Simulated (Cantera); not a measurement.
A freely propagating, adiabatic, planar premixed flame of C₃H₈ : O₂ : N₂ : H₂O = 1 : 3.85 : 14.5 : 3.2 (molar parts), unburnt at 675 K and 900 Torr; mixture-averaged transport, grid criteria slope 0.08 and curve 0.16, no radiation.

Detailed kinetics in Cantera: GRI-Mech 3.0 (53 species, 325 reactions). GRI-Mech 3.0 was tuned for natural gas; its chemistry of propane as a main component is partial and can be far from experiment. Burning velocities carry a grid error of a few per cent, more on coarse grids.

How do the results move with these cheaper or finer settings: unity-Lewis-number transport; multicomponent transport; multicomponent+Soret transport; grid criteria slope 0.5, curve 1; grid criteria slope 0.25, curve 0.5; grid criteria slope 0.03, curve 0.06?


```json
[
 {"setting": "as above", "laminar burning velocity": "117 cm/s", "thermal thickness": "0.298 mm", "peak x(C₂H₂)": "0.00384", "peak x(HCO)": "5.05e-5", "grid points": "140"},
 {"setting": "unity-Lewis-number transport", "laminar burning velocity": "74.8 cm/s", "thermal thickness": "0.387 mm", "peak x(C₂H₂)": "0.00273", "peak x(HCO)": "3.27e-5", "grid points": "136"},
 {"setting": "multicomponent transport", "laminar burning velocity": "117 cm/s", "thermal thickness": "0.302 mm", "peak x(C₂H₂)": "0.00386", "peak x(HCO)": "5.07e-5", "grid points": "140"},
 {"setting": "multicomponent+Soret transport", "laminar burning velocity": "116 cm/s", "thermal thickness": "0.301 mm", "peak x(C₂H₂)": "0.00380", "peak x(HCO)": "5.13e-5", "grid points": "140"},
 {"setting": "grid criteria slope 0.5, curve 1", "laminar burning velocity": "133 cm/s", "thermal thickness": "0.334 mm", "peak x(C₂H₂)": "0.00386", "peak x(HCO)": "5.06e-5", "grid points": "37"},
 {"setting": "grid criteria slope 0.25, curve 0.5", "laminar burning velocity": "121 cm/s", "thermal thickness": "0.313 mm", "peak x(C₂H₂)": "0.00392", "peak x(HCO)": "4.98e-5", "grid points": "55"},
 {"setting": "grid criteria slope 0.03, curve 0.06", "laminar burning velocity": "114 cm/s", "thermal thickness": "0.295 mm", "peak x(C₂H₂)": "0.00381", "peak x(HCO)": "5.05e-5", "grid points": "323"}
]
```
The base run took around 4 core-seconds (rough).
Unity Lewis numbers drop preferential diffusion, which matters most where H2 and H carry the flame; Soret adds thermal diffusion.
